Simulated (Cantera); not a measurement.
A closed system holds: 1 mol PbO, 2.7 mol CO, 2.8 mol N2, at 1852 °C and 0.548 Torr.

Method: chemical equilibrium by Gibbs-energy minimisation in Cantera with the NASA 1993 tables (ideal gas, pure condensed phases). Candidate condensed phases: C, Pb, PbO, PbO2, Pb3O4; 27 gas species. Equilibrium is a limit: real reactors are often held back by kinetics, nucleation or transport.

### Question
What is the equilibrium state?

### Answer
```json
{
  "x(N2)": "0.426",
  "x(CO)": "0.275",
  "x(Pb)": "0.150",
  "x(CO2)": "0.136",
  "x(O2)": "0.00419",
  "x(O)": "0.00396",
  "x(PbO)": "0.00262",
  "x(NO)": "0.00110",
  "gas_amount": "6.557 mol",
  "log10 activity of Pb(l) (absent)": "-4.18",
  "log10 activity of C(graphite) (absent)": "-8.23"
}
```
